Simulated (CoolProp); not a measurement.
Properties of R21 along the isotherm 199.85 °C (Tc = 179.6 °C, pc = 5.289 MPa, ω = 0.206).

Model: reference Helmholtz-energy equation of state, Platzer 1990, in CoolProp. This equation is an older, rougher fit.

```tsv
p (MPa)	phase	cv (kJ/(kg K))	isothermal compressibility (1/MPa)
0.203	gas	0.6559	4.982
0.407	gas	0.6589	2.515
0.61	gas	0.6620	1.699
0.814	gas	0.6651	1.290
1.02	gas	0.6682	1.044
1.22	gas	0.6713	0.8854
1.42	gas	0.6744	0.7722
1.63	gas	0.6778	0.6841
1.83	gas	0.6810	0.6197
2.03	gas	0.6843	0.5688
2.24	gas	0.6878	0.5258
2.44	gas	0.6911	0.4926
2.64	gas	0.6946	0.4652
```
